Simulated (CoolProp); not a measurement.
Saturated liquid density (kg/m³) of sulfur dioxide: the reference equation beside estimates from Tc = 157.5 °C, pc = 7887 kPa, ω = 0.256. Rackett uses Z = 0.29056 − 0.08775 ω.

Computed with CoolProp (reference Helmholtz-energy equation of state, Gao 2016).

```
T (°C)  reference  Rackett  van der Waals  Redlich-Kwong  Soave-Redlich-Kwong
------  ---------  -------  -------------  -------------  -------------------
68.15        1234     1219          733.7           1039                 1090
73.25        1217     1202          723.4           1021                 1072
78.25        1199     1185          712.9           1002                 1053
83.25        1181        …          702.1          982.2                 1033
88.25        1161     1149          690.8          962.0                 1012
93.25        1142        …          679.2              …                990.3
98.35           …        …          666.8          918.7                967.1
103.35       1099     1090          654.1          895.9                943.3
108.35       1076        …          640.8          872.0                918.1
113.35       1051     1046          626.7          846.9                891.5
118.35          …     1022              …          820.5                863.3
123.45      996.7    995.8          595.7          791.8                832.4
```

Q: Fill in the missing entries.

A: 
- 83.25, Rackett: 1168
- 93.25, Rackett: 1130
- 93.25, Redlich-Kwong: 941.0
- 98.35, reference: 1120
- 98.35, Rackett: 1110
- 108.35, Rackett: 1069
- 118.35, reference: 1025
- 118.35, van der Waals: 611.9

Absolute difference from the reference over all 12 rows, mean and median: Rackett 0.8 and 1.0 %, van der Waals 40.5 and 40.5 %, Redlich-Kwong 17.9 and 17.8 %, Soave-Redlich-Kwong 13.7 and 13.5 %.
